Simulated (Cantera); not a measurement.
A jet of H2 : O2 : N2 = 0.026 : 0.1 : 0.79 (molar parts), equivalence ratio 0.13 at 300 K and 0.0390 bar hits a platinum plate 9.3 cm away at a mass flux of 0.15 kg/m²/s; the plate temperature is set and raised in steps from an oxygen-covered start.

Model: Deutschmann's 1995 Pt surface mechanism with GRI-Mech 3.0 gas chemistry, integrated in Cantera. Catalytic surfaces can have several steady states; this one follows from the mechanism file's or the stated starting coverage.

x: mole fraction at the wall; θ: surface coverage.

```json
[
 {"plate T (K)": "700", "wall x H2": "(withheld)", "wall x O2": "0.0831", "wall x H2O": "0.0467", "wall x OH": "<1e-8", "θ free Pt": "0.0980", "θ O*": "0.899", "θ OH*": "0.00252"},
 {"plate T (K)": "750", "wall x H2": "(withheld)", "wall x O2": "0.0828", "wall x H2O": "0.0472", "wall x OH": "<1e-8", "θ free Pt": "0.115", "θ O*": "0.883", "θ OH*": "0.00197"},
 {"plate T (K)": "800", "wall x H2": "(withheld)", "wall x O2": "0.0821", "wall x H2O": "0.0483", "wall x OH": "<1e-8", "θ free Pt": "0.150", "θ O*": "0.848", "θ OH*": "0.00168"},
 {"plate T (K)": "850", "wall x H2": "(withheld)", "wall x O2": "0.0815", "wall x H2O": "0.0494", "wall x OH": "1.91e-8", "θ free Pt": "0.203", "θ O*": "0.795", "θ OH*": "0.00148"},
 {"plate T (K)": "900", "wall x H2": "(withheld)", "wall x O2": "0.0810", "wall x H2O": "0.0501", "wall x OH": "6.01e-8", "θ free Pt": "0.267", "θ O*": "0.732", "θ OH*": "0.00131"}
]
```

Task: Some entries are withheld; supply them.

Result: 
- 700, wall x H2: 0.00427
- 750, wall x H2: 0.00385
- 800, wall x H2: 0.00312
- 850, wall x H2: 0.00244
- 900, wall x H2: 0.00196
